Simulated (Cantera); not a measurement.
A Cantera script and its output.

```python
import numpy as np
import cantera as ct

gas = ct.Solution("gri30.yaml")
gas.TPX = 1175, 1700, {'H2': 0.034, 'O2': 1}
inlet = ct.Reservoir(gas, clone=True)

reactor = ct.IdealGasConstPressureReactor(gas, energy="off", clone=False)
exhaust = ct.Reservoir(gas, clone=True)
tau = [0.6, 0.21, 0.073, 0.026, 0.009, 0.0031, 0.0011, 0.00038][0]
for a, b in ((inlet, reactor), (reactor, exhaust)):
    ct.MassFlowController(a, b, mdot=lambda t: reactor.mass / tau)
net = ct.ReactorNet([reactor])
show = ['H2', 'O2', 'H2O', 'HO2', 'H', 'OH', 'H2O2']

rows = []
print(f"{'tau/s':>10s}{'T/K':>9s}" + "".join(f"{s:>11s}" for s in show))
for tau in [0.6, 0.21, 0.073, 0.026, 0.009, 0.0031, 0.0011, 0.00038]:
    net.initial_time = 0.0
    net.advance(30 * tau)
    before = gas.X
    net.advance(40 * tau)
    drift = np.max(np.abs(gas.X - before) / (gas.X + 1e-9))
    rows.append([gas.T, *gas[show].X, drift])
    print(f"{tau:10.3e}{gas.T:9.1f}" + "".join(f"{x:11.3e}" for x in gas[show].X))
```

Output:

```
     tau/s      T/K         H2         O2        H2O        HO2          H         OH       H2O2
 6.000e-01   1175.0  1.530e-04  9.634e-01  3.273e-02  1.592e-06  1.730e-04  8.115e-04  6.674e-08
 2.100e-01   1175.0  2.796e-04  9.608e-01  3.225e-02  2.153e-06  4.454e-04  1.131e-03  7.809e-08
 7.300e-02   1175.0  5.137e-04  9.567e-01  3.143e-02  2.749e-06  1.047e-03  1.548e-03  8.986e-08
 2.600e-02   1175.0  9.501e-04  9.519e-01  3.012e-02  3.295e-06  2.075e-03  2.046e-03  1.049e-07
 9.000e-03   1175.0  1.891e-03  9.478e-01  2.808e-02  3.771e-06  3.429e-03  2.659e-03  1.323e-07
 3.100e-03   1175.0  4.067e-03  9.466e-01  2.489e-02  4.119e-06  4.598e-03  3.382e-03  1.817e-07
 1.100e-03   1175.0  8.898e-03  9.492e-01  1.965e-02  4.193e-06  4.773e-03  3.939e-03  2.387e-07
 3.800e-04   1175.0  1.944e-02  9.568e-01  1.038e-02  3.687e-06  2.868e-03  3.260e-03  1.997e-07
```

Model: GRI-Mech 3.0 (53 species, 325 reactions), integrated in Cantera. Radical loss at walls, strong at low pressure, is not modelled.
